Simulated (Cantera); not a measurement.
Input (Python, Cantera) and output of one run.

```python
import numpy as np
import cantera as ct

gas_names = """
    CL CL2 H HCL H2 Si SiCL SiCL2 SiCL3 SiCL4 SiH SiHCL3 SiH2 SiH2CL2 SiH3 SiH3CL SiH4 Si2 Si3
""".split()
cond_names = """
    Si(cr) Si(L)
""".split()


# ... load() reads the species with a 1 bar reference pressure and builds the phases ...
atoms = {
    'SiCl4': {'Si': 1, 'CL': 4},
    'Cl2': {'CL': 2},
    'H2': {'H': 2},
}
top_T = {}  # K; cautious upper limits of use, not melting points


# ... equilibrate(T, P, feed) seeds the gas with the atoms and calls Mixture.equilibrate('TP', solver="vcs", rtol=1e-11, max_steps=5000) ...
results = []
feed = {'SiCl4': 1, 'Cl2': 0.53, 'H2': 1.5}  # mol
P = 13332.2  # Pa
for T in [575, 625, 675, 725, 775, 825, 875, 925, 975, 1025, 1075, 1125, 1175, 1225]:
    mix = equilibrate(T, P, feed)
    results.append((T, P, feed, dict(zip(mix.species_names, mix.species_moles))))

top = {s: max(r[3][s] / sum(r[3][g] for g in gas_names) for r in results) for s in gas_names}
cols = sorted((s for s in top if top[s] > 0.0001), key=lambda s: -top[s])[:5]
seen = [c for c in cond_names if any(r[3].get(c, 0) > 1e-12 for r in results)]
print("log10 of partial pressures in bar; condensed amounts in mol")
print(f"{'T/K':>10s}" + "".join(f"{s[:9]:>10s}" for s in cols + seen))
for T, P, feed, n in results:
    ng = sum(n[g] for g in gas_names)
    print(f"{T:10.4g}" + "".join(f"{np.log10(max(n[s] / ng * P / 1e5, 1e-99)):10.3f}" for s in cols)
          + "".join(f"{n.get(c, 0):10.4g}" for c in seen))
```

Result:

```
log10 of partial pressures in bar; condensed amounts in mol
       T/K       HCL     SiCL4        H2    SiHCL3     SiCL3
       575    -1.331    -1.357    -1.370    -6.223   -11.443
       625    -1.331    -1.357    -1.370    -5.711   -10.150
       675    -1.331    -1.357    -1.370    -5.277    -9.051
       725    -1.331    -1.357    -1.370    -4.906    -8.106
       775    -1.331    -1.357    -1.370    -4.585    -7.286
       825    -1.331    -1.357    -1.370    -4.304    -6.566
       875    -1.330    -1.357    -1.371    -4.058    -5.931
       925    -1.330    -1.358    -1.371    -3.839    -5.366
       975    -1.329    -1.359    -1.372    -3.645    -4.862
      1025    -1.328    -1.360    -1.373    -3.472    -4.408
      1075    -1.326    -1.363    -1.375    -3.318    -4.000
      1125    -1.323    -1.366    -1.378    -3.181    -3.633
      1175    -1.319    -1.372    -1.383    -3.064    -3.302
      1225    -1.311    -1.382    -1.390    -2.967    -3.009
```

Equilibrium computed with Cantera from the NASA thermochemical tables; the gas is ideal and each condensed phase is pure. The tables' values for SiCl3 are old estimates; treat these amounts as uncertain.
